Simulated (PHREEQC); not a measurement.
Dissolve 0.0087 mol/kgw ZnCl2, 0.025 mol/kgw KCl and 0.11 mol/kgw HCl at 25 °C. Closed to the air; pH follows from the charge balance.

Computed with PHREEQC (ion-association model, phreeqc.dat).

**Question.** The ionic strength comes out as 0.159 mol/kgw. What activity coefficients do K+, ZnCl+, ZnCl4-2, Zn+2, ZnCl3- get?

**Answer.** K+ 0.73, ZnCl+ 0.74, ZnCl4-2 0.32, Zn+2 0.32, ZnCl3- 0.74.

This is a speciation only: nothing precipitates in the calculation.
